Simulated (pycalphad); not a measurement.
Effect of Cu content in Si-Cu

CALPHAD calculation (pycalphad, COST 507 light-alloy database (1999)), 1 atm. The data set is of 1999 and partly superseded. Phase fractions are per mole of atoms.

| alloy | liquidus (K) | first solid | solidus (K) | phases at 950 K |
|---|---|---|---|---|
| Si-2.168Cu (wt.%) | 1682 | diamond (Si) | 1074 | diamond (Si) 0.99, CU19SI6_ETA 0.01 |
| Si-3.222Cu (wt.%) | [?] | diamond (Si) | 1074 | [?] |
| Si-4.263Cu (wt.%) | 1678 | diamond (Si) | 1074 | diamond (Si) 0.97, CU19SI6_ETA 0.03 |
| Si-6.33Cu (wt.%) | 1673 | diamond (Si) | 1074 | diamond (Si) 0.96, CU19SI6_ETA 0.04 |
| Si-12.21Cu (wt.%) | 1657 | diamond (Si) | 1074 | diamond (Si) 0.92, CU19SI6_ETA 0.08 |
| Si-15.92Cu (wt.%) | 1646 | diamond (Si) | 1074 | diamond (Si) 0.90, CU19SI6_ETA 0.10 |

Problem. Some entries are withheld; supply them.

Solution. 
- Si-3.222Cu (wt.%), liquidus (K): 1680
- Si-3.222Cu (wt.%), phases at 950 K: diamond (Si) 0.98, CU19SI6_ETA 0.02

Database names, with the compositions (at.%) that they take in these runs: CU19SI6_ETA: Cu 76 Si 24.
